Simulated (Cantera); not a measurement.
A freely propagating, adiabatic, planar premixed flame of CH₄ : CO : O₂ : N₂ = 1 : 0.12 : 2.64 : 9.93 (molar parts), unburnt at 423 K and 25000 Pa; mixture-averaged transport, grid criteria slope 0.08 and curve 0.16, no radiation.

Cantera simulation using GRI-Mech 3.0 (53 species, 325 reactions); the numbers are that mechanism's predictions, not measurements. Burning velocities carry a grid error of a few per cent, more on coarse grids.

Task: What does this change do: inlet temperature 423 to 398 K?

Result: 
```json
[
 {"quantity": "laminar burning velocity", "before": "77.8 cm/s", "after": "69.7 cm/s"},
 {"quantity": "thermal thickness", "before": "1.38 mm", "after": "1.42 mm"},
 {"quantity": "peak x(CH₂)", "before": "2.29e-5", "after": "2.18e-5"},
 {"quantity": "peak x(HO₂)", "before": "0.000137", "after": "0.000134"}
]
```
